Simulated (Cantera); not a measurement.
A closed system holds: 1 mol Fe₃O₄, 0.4 mol HCl, 0.43 mol N₂, 0.037 mol Cl₂, held at 0.0560 bar.

These are equilibrium values from Cantera (NASA tables, ideal gas, pure condensed phases), not measurements of a reactor. Candidate condensed phases: Fe, FeCl₂, FeCl₃, FeO, Fe(OH)₂, Fe(OH)₃, Fe₂O₃, Fe₃O₄, H₂O, NH₄Cl; 37 gas species. Mutual solubility and eutectic melting of coexisting phases are not modelled. Condensed phases not in the tables: FeOCl. Equilibrium is a limit: real reactors are often held back by kinetics, nucleation or transport.

x: gas mole fraction; n: condensed amount in mol.

```tsv
T (K)	x N₂	x HCl	x FeCl₂	x H₂O	x O₂	x Cl	x FeCl₃	n FeCl₂(s)	n Fe₂O₃(s)	n Fe₃O₄(s)
750	0.544	0.407	0.000248	0.0494	<1e-12	7.26e-10	8.85e-5	0.0758	___	0.850
900	0.501	0.454	0.0218	0.00604	<1e-12	7.49e-7	0.0152	0	___	0.904
1050	0.499	0.437	0.0383	0.0138	8.96e-9	2.89e-5	0.0117	0	___	0.892
1200	0.498	0.412	0.0546	0.0254	7.88e-6	0.000428	0.00851	0	0.153	0.880
1350	0.496	0.383	0.0689	0.0392	0.00147	0.00342	0.00624	0	0.151	0.877
1500	0.479	0.334	0.0834	0.0559	0.0297	0.0124	0.00335	0	0	0.974
1650	0.475	0.277	0.112	0.0820	0.0336	0.0177	0.00114	0	0	0.966
```

**Question.** Complete the blanks.

**Answer.** 
- 750, n Fe₂O₃(s): 0.187
- 900, n Fe₂O₃(s): 0.127
- 1050, n Fe₂O₃(s): 0.139
